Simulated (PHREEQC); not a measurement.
PHREEQC input (ion-association model, wateq4f.dat):

```
SOLUTION_MASTER_SPECIES
  Amm  AmmH+  0  AmmH  17.031  # ammonia with no redox link, constants of NH4+
SOLUTION_SPECIES
  AmmH+ = AmmH+
    -log_k 0
  AmmH+ = Amm + H+
    -log_k -9.252
    -delta_h 12.48 kcal
    -analytic 0.6322 -0.001225 -2835.76
    -gamma 2.5 0.0
  AmmH+ + SO4-2 = AmmHSO4-
    -log_k 1.11
    -gamma 5.0 0.0
PHASES
  Amm(g)
    Amm = Amm
    -log_k 1.770
    -delta_h -8.170 kcal
EXCHANGE_SPECIES
  AmmH+ + X- = AmmHX
    -log_k 0.6
SOLUTION 1
  temp 51
  units mmol/kgw
  pH 7 charge
  B 13
  F 52
SOLUTION 2
  temp 51
  units mmol/kgw
  pH 7 charge
  F 2.38
  Amm 0.11
  Si 0.11
END
SELECTED_OUTPUT 1
  -reset false
  -pH true
  -pe true
  -ionic_strength true
  -water true
  -totals Amm B F Si
  -molalities H+ H3BO3 F- H4SiO4 H3SiO4- H2SiO4-2 H2BO3- O2 OH- BF(OH)3-
    BF2(OH)2- BF3OH- BF4- SiF6-2 HF HF2- H2F2 AmmH+ Amm
  -equilibrium_phases SiO2(a)
PRINT
  -reset false
MIX 1
  1 1
  2 0
EQUILIBRIUM_PHASES 1
  SiO2(a) 0 0
  O2(g) -0.68 10
END
# ... the last block is repeated for the other 20 points of share of solution B
```

Selected output (columns that matter, 10 of 21 rows; share of solution B added in front):

```
share of solution B	pH	mu	Amm	B	F	Si	m_H+	m_H3BO3	m_H4SiO4	m_OH-	m_BF3OH-	m_BF4-	m_SiF6-2	m_HF
0	1.9966	0.011127	0	0.013	0.052	0	0.011127	0.0023358	0	6.2645e-12	0.00062374	0.009819	0	0.0097432
0.1	2.0418	0.010007	1.1e-05	0.0117	0.047038	1.1e-05	0.0099859	0.0022126	1.0243e-06	6.9161e-12	0.00057588	0.0086985	9.9757e-06	0.0093515
0.2	2.0922	0.0088971	2.2e-05	0.0104	0.042076	2.2e-05	0.0088552	0.0020832	2.1796e-06	7.7227e-12	0.00052621	0.0075866	1.9821e-05	0.0089288
0.35	2.18	0.0072572	3.8501e-05	0.0084502	0.034634	3.8501e-05	0.0071845	0.0018752	4.2761e-06	9.366e-12	0.00044753	0.0059388	3.4225e-05	0.008222
0.45	2.2493	0.0061858	4.9501e-05	0.0071502	0.029672	4.9501e-05	0.0060928	0.0017246	6.0609e-06	1.0914e-11	0.00039157	0.0048574	4.344e-05	0.0076883
0.55	2.3304	0.005138	6.0502e-05	0.0058502	0.02471	6.0502e-05	0.0050254	0.0015614	8.3924e-06	1.3062e-11	0.0003319	0.0037944	5.2109e-05	0.0070875
0.65	2.4278	0.0041223	7.1502e-05	0.0045501	0.019748	7.1502e-05	0.003991	0.0013808	1.1753e-05	1.6215e-11	0.00026732	0.0027569	5.9749e-05	0.0063954
0.8	2.6207	0.0026849	8.8003e-05	0.0026001	0.012304	8.8003e-05	0.0025312	0.0010523	2.2316e-05	2.4949e-11	0.00015678	0.0012838	6.5686e-05	0.00508
0.9	2.8045	0.0017962	9.9002e-05	0.0013	0.0073422	9.9002e-05	0.001643	0.00073108	4.4844e-05	3.77e-11	7.0411e-05	0.00043452	5.4158e-05	0.0038294
1	3.1342	0.00087109	0.00011	0	0.00238	0.00011	0.00075912	0	0.00010803	7.9385e-11	0	0	1.9735e-06	0.0014931
```

Complexes and solids missing from the database can't appear. At this temperature some constants are extrapolated from 25 °C, and those without enthalpy data are left unchanged. SiF6-2 is the database's only silicon fluoride. Real BF4- forms and hydrolyses slowly; the run takes it at equilibrium.
